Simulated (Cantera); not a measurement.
Cantera run:

```python
import numpy as np
import cantera as ct

gas_names = """
    AL ALC ALH ALN ALO ALOH ALO2 ALO2H AL2 AL2O AL2O2 C CH CH2 CH3 CH2OH CH3O CH4 CH3OH CN CO CO2 COOH
    C2 C2H CHCO,ketyl C2H2,acetylene C2H2,vinylidene CH2CO,ketene C2H3,vinyl CH3CN CH3CO,acetyl C2H4
    C2H4O,ethylen CH3CHO,ethanal CH3COOH (HCOOH)2 C2H5 C2H6 CH3OCH3 C2H5OH CCN CNC C2N2 C2O C3
    C3H3,propargyl C3H4,allene C3H4,propyne C3H4,cyclo- C3H5,allyl C3H6,propylene C3H6,cyclo- C3H6O
    C3H7,n-propyl C3H7,i-propyl C3H8 C3H8O,1propanol C3H8O,2propanol C3O2 C4 C4H2 C4H4,1,3-cyclo-
    C4H6,butadiene C4H6,2-butyne C4H6,cyclo- C4H8,1-butene C4H8,cis2-buten C4H8,tr2-butene
    C4H8,isobutene C4H8,cyclo- (CH3COOH)2 C4H9,n-butyl C4H9,i-butyl C4H9,s-butyl C4H9,t-butyl
    C4H10,isobutane C4H10,n-butane C4N2 C5 C5H6,1,3cyclo- C5H8,cyclo- C5H10,1-pentene C5H10,cyclo-
    C5H11,pentyl C5H11,t-pentyl C5H12,n-pentane C5H12,i-pentane CH3C(CH3)2CH3 C6H2 C6H5,phenyl
    C6H5O,phenoxy C6H6 C6H5OH,phenol C6H10,cyclo- C6H12,1-hexene C6H12,cyclo- C6H13,n-hexyl C7H7,benzyl
    C7H8 C7H8O,cresol C7H14,1-heptene C7H15,n-heptyl C7H16,n-heptane C8H8,styrene C8H10,ethylbenz
    C8H16,1-octene C8H17,n-octyl C8H18,isooctane C8H18,n-octane C9H19,n-nonyl C10H8,naphthale
    C10H21,n-decyl C12H9,o-bipheny C12H10,bipheny H HALO HCN HCO HCCN HNC HNCO HNO HNO2 HNO3 HO2 H2
    HCHO,formaldehy HCOOH H2O H2O2 N NCO NH NH2 NH3 NH2OH NO NO2 NO3 N2 N2H2 N2H4 N2O O OH O2 O3
""".split()
cond_names = """
    AL(cr) AL(L) ALN(s) AL2O3(a) AL2O3(L) C(gr) C6H6(L) C7H8(L) C8H18(L),n-octa H2O(s) H2O(L)
""".split()


def load(file, names, dense=False):
    # The tables refer to 1 bar. Condensed volumes are neglected.
    table = {s.name: s for s in ct.Species.list_from_file(file)}
    out = []
    for n in names:
        d = dict(table[n].input_data)
        d["thermo"] = dict(d["thermo"], **{"reference-pressure": 1e5})
        if dense:
            d["equation-of-state"] = {"model": "constant-volume", "density": "1e6 g/cm^3"}
        out.append(ct.Species.from_dict(d))
    return out


gas = ct.Solution(thermo="ideal-gas", species=load("nasa_gas.yaml", gas_names))
cond = {s.name: ct.Solution(thermo="fixed-stoichiometry", species=[s], name=s.name)
        for s in load("nasa_condensed.yaml", cond_names, dense=True)}
atoms = {
    'Al(CH3)3': {'AL': 1, 'C': 3, 'H': 9},
    'H2O': {'H': 2, 'O': 1},
    'N2': {'N': 2},
}
top_T = {'ALN(s)': 2750, 'C(gr)': 4500}  # K; cautious upper limits of use, not melting points


def equilibrate(T, P, feed):
    n = {}
    for name, mol in feed.items():
        for a, k in atoms[name].items():
            n[a] = n.get(a, 0.0) + k * mol
    gas.TPX = T, P, n
    mass = sum(n.values()) * gas.mean_molecular_weight
    gas.equilibrate("TP")
    valid = [c for c in cond.values() if c.min_temp <= T <= top_T.get(c.name, c.max_temp)]
    mix = ct.Mixture([(gas, mass / gas.mean_molecular_weight)] + [(c, 0.0) for c in valid])
    mix.T, mix.P = T, P
    mix.equilibrate("TP", solver="vcs", rtol=1e-11, max_steps=5000)
    return mix


results = []
feed = {'Al(CH3)3': 1, 'H2O': 5, 'N2': 70}  # mol
P = 3200  # Pa
for T in [875, 975, 1075, 1175, 1275, 1375, 1475, 1575, 1675, 1775, 1875, 1975, 2075]:
    mix = equilibrate(T, P, feed)
    results.append((T, P, feed, dict(zip(mix.species_names, mix.species_moles))))

top = {s: max(r[3][s] / sum(r[3][g] for g in gas_names) for r in results) for s in gas_names}
cols = sorted((s for s in top if top[s] > 0.001), key=lambda s: -top[s])[:5]
seen = [c for c in cond_names if any(r[3].get(c, 0) > 1e-12 for r in results)]
print("log10 of partial pressures in bar; condensed amounts in mol")
print(f"{'T/K':>10s}" + "".join(f"{s[:9]:>10s}" for s in cols + seen))
for T, P, feed, n in results:
    ng = sum(n[g] for g in gas_names)
    print(f"{T:10.4g}" + "".join(f"{np.log10(max(n[s] / ng * P / 1e5, 1e-99)):10.3f}" for s in cols)
          + "".join(f"{n.get(c, 0):10.4g}" for c in seen))
```

It prints:

```
log10 of partial pressures in bar; condensed amounts in mol
       T/K        N2        H2        CO       H2O         H  AL2O3(a)
       875    -1.566    -2.447    -2.968    -3.964   -11.523       0.5
       975    -1.566    -2.449    -2.959    -3.887   -10.166       0.5
      1075    -1.566    -2.451    -2.953    -3.839    -9.059       0.5
      1175    -1.566    -2.452    -2.949    -3.809    -8.138       0.5
      1275    -1.566    -2.453    -2.946    -3.789    -7.359       0.5
      1375    -1.566    -2.454    -2.944    -3.775    -6.692       0.5
      1475    -1.566    -2.454    -2.943    -3.766    -6.114       0.5
      1575    -1.566    -2.455    -2.942    -3.759    -5.609       0.5
      1675    -1.566    -2.455    -2.941    -3.753    -5.163       0.5
      1775    -1.566    -2.456    -2.940    -3.749    -4.767       0.5
      1875    -1.566    -2.458    -2.940    -3.746    -4.412       0.5
      1975    -1.567    -2.461    -2.940    -3.745    -4.094       0.5
      2075    -1.567    -2.466    -2.940    -3.745    -3.808    0.4999
```

Equilibrium computed with Cantera from the NASA thermochemical tables; the gas is ideal and each condensed phase is pure. The feed counts by its element totals alone.
